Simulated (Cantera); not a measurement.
A closed system holds: 1 mol SiO2, 0.42 mol C, 0.01 mol H2, held at 101000 Pa.

Method: chemical equilibrium by Gibbs-energy minimisation in Cantera with the NASA 1993 tables (ideal gas, pure condensed phases). Candidate condensed phases: C, C6H6, C7H8, C8H18, H2O, Si, SiC, SiO2; 123 gas species. Mutual solubility and eutectic melting of coexisting phases are not modelled. The tables hold silica as quartz up to 1696 K and as liquid above; real silica turns to tridymite and cristobalite and melts near 1996 K. The numbers say what is thermodynamically allowed, not how fast it happens.

Problem. Which condensed phases are stable at each of these points (T (°C)): 1527, 1602, 1677, 1752, 1827, 1902, 1977, 2052, 2127, 2202, 2277, 2352?

Solution. 
```
T (°C)          condensed phases  Si condensed (%)
------  ------------------------  ----------------
1527    SiC(s) + SiO2(condensed)              99.8
1602    SiC(s) + SiO2(condensed)              99.3
1677    SiC(s) + SiO2(condensed)              97.5
1752            SiC(s) + SiO2(l)              90.3
1827                     SiO2(l)              58.0
1902                     SiO2(l)              58.0
1977                     SiO2(l)              58.0
2052                     SiO2(l)              57.9
2127                     SiO2(l)              57.8
2202                     SiO2(l)              57.6
2277                     SiO2(l)              57.2
2352                     SiO2(l)              56.4
```

From 1527 °C to 1677 °C the condensed part is SiC(s) + SiO2(condensed). At 1752 °C the condensed part is SiC(s) + SiO2(l). From 1827 °C to 2352 °C the condensed part is SiO2(l).
